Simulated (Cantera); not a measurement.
A perfectly stirred reactor is fed with 19.6 % H2, 16.9 % O2, 63.5 % N2, equivalence ratio 0.58, at 0.300 bar; it is adiabatic with a 450 K inlet, and is followed from long to short residence time, starting on the burning branch (τ in s: 0.19, 0.098, 0.05, 0.026, 0.013, 0.0069, 0.0036, 0.0018, 0.00095, 0.00049, 0.00025, 0.00013, 6.8e-05).

Computed with Cantera and GRI-Mech 3.0 (53 species, 325 reactions).

x: mole fraction; the columns are a selection and need not sum to one.

```
τ (s)    T (K)      x H2    x O2   x H2O     x NO     x OH
-------  -----  --------  ------  ------  -------  -------
0.19      1908  0.000790  0.0776   0.214        ?  0.00387
0.098     1899   0.00118  0.0775   0.213        ?  0.00468
0.050     1885   0.00180  0.0773   0.212        ?  0.00566
0.026     1866   0.00269  0.0771   0.210        ?  0.00674
0.013     1835   0.00405  0.0770   0.207        ?  0.00792
0.0069    1797   0.00571  0.0771   0.203        ?  0.00890
0.0036    1743   0.00785  0.0774   0.198  2.14e-5  0.00963
0.0018    1668    0.0105  0.0782   0.192  2.02e-5  0.00988
0.00095   1584    0.0133  0.0795   0.185        ?  0.00948
0.00049   1482    0.0166  0.0818   0.177        ?  0.00846
0.00025   1365    0.0223  0.0862   0.167        ?  0.00693
0.00013   1225    0.0381  0.0962   0.147        ?  0.00498
6.8e-5     450     0.196   0.169  <1e-12   <1e-12   <1e-12
```

Q: Complete the blanks.

A: 
- 0.19, x NO: 9.60e-5
- 0.098, x NO: 7.17e-5
- 0.050, x NO: 5.29e-5
- 0.026, x NO: 3.91e-5
- 0.013, x NO: 2.90e-5
- 0.0069, x NO: 2.38e-5
- 0.00095, x NO: 1.82e-5
- 0.00049, x NO: 1.45e-5
- 0.00025, x NO: 9.25e-6
- 0.00013, x NO: 3.86e-6
